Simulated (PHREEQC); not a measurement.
Dissolve 0.28 mol/kgw HF, 0.42 mol/kgw NH4F and 0.0001 mol/kgw (NH4)2SiF6 at 85 °C. Closed to the air; pH follows from the charge balance.

Model: ion-association model, phreeqc.dat, run in PHREEQC.

Problem. The ionic strength comes out as 0.420 mol/kgw. What activity coefficients do SiF6-2, HF2-, H+, NH4+, F- get?

Solution. SiF6-2 0.19, HF2- 0.70, H+ 0.75, NH4+ 0.57, F- 0.61.

This is a speciation only: nothing precipitates in the calculation. Species that the database lacks are ignored. Away from 25 °C the constants follow the database's enthalpies or fits; those with neither stay at their 25 °C values. SiF6-2 is the database's only silicon fluoride.
